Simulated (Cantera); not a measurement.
An adiabatic, constant-pressure homogeneous reactor starts with H2 : O2 : N2 = 1 : 0.98 : 10.8 (molar parts), equivalence ratio 0.51, at 1500 K and 1.00 atm. Integrator tolerance rtol = 1e-08.

Model: the H2/O2 subset of GRI-Mech 3.0, which has no nitrogen chemistry, integrated in Cantera.

### Question
What does this change do: initial temperature 1500 to 1300 K?

### Answer
| quantity | before | after |
|---|---|---|
| time of steepest temperature rise | 32.0 µs | 67.6 µs |
| temperature at 2.00 s | 2045 K | 1859 K |
| equilibrium temperature | 2045 K | 1859 K |
| x(H2) at 2.00 s | 0.000165 (gas-phase equilibrium 0.000165) | 3.77e-5 (gas-phase equilibrium 3.77e-5) |
| x(O2) at 2.00 s | 0.0387 (gas-phase equilibrium 0.0387) | 0.0389 (gas-phase equilibrium 0.0389) |
| x(H) at 2.00 s | 2.83e-5 (gas-phase equilibrium 2.83e-5) | 3.56e-6 (gas-phase equilibrium 3.56e-6) |
| x(HO2) at 2.00 s | 8.58e-7 (gas-phase equilibrium 8.58e-7) | 3.93e-7 (gas-phase equilibrium 3.93e-7) |
| x(H2O) at 2.00 s | 0.0805 (gas-phase equilibrium 0.0805) | 0.0811 (gas-phase equilibrium 0.0811) |
| x(H2O2) at 2.00 s | 3.43e-8 (gas-phase equilibrium 3.43e-8) | 1.81e-8 (gas-phase equilibrium 1.81e-8) |
| x(OH) at 2.00 s | 0.00149 (gas-phase equilibrium 0.00149) | 0.000575 (gas-phase equilibrium 0.000575) |

### Question
What does this change do: initial temperature 1500 to 1550 K?

### Answer
```tsv
quantity	before	after
time of steepest temperature rise	32.0 µs	27.5 µs
temperature at 2.00 s	2045 K	2091 K
equilibrium temperature	2045 K	2091 K
x(H2) at 2.00 s	0.000165 (gas-phase equilibrium 0.000165)	0.000228 (gas-phase equilibrium 0.000228)
x(O2) at 2.00 s	0.0387 (gas-phase equilibrium 0.0387)	0.0386 (gas-phase equilibrium 0.0386)
x(H) at 2.00 s	2.83e-5 (gas-phase equilibrium 2.83e-5)	4.45e-5 (gas-phase equilibrium 4.45e-5)
x(HO2) at 2.00 s	8.58e-7 (gas-phase equilibrium 8.58e-7)	1.02e-6 (gas-phase equilibrium 1.02e-6)
x(H2O) at 2.00 s	0.0805 (gas-phase equilibrium 0.0805)	0.0802 (gas-phase equilibrium 0.0802)
x(H2O2) at 2.00 s	3.43e-8 (gas-phase equilibrium 3.43e-8)	3.93e-8 (gas-phase equilibrium 3.93e-8)
x(OH) at 2.00 s	0.00149 (gas-phase equilibrium 0.00149)	0.00184 (gas-phase equilibrium 0.00184)
```
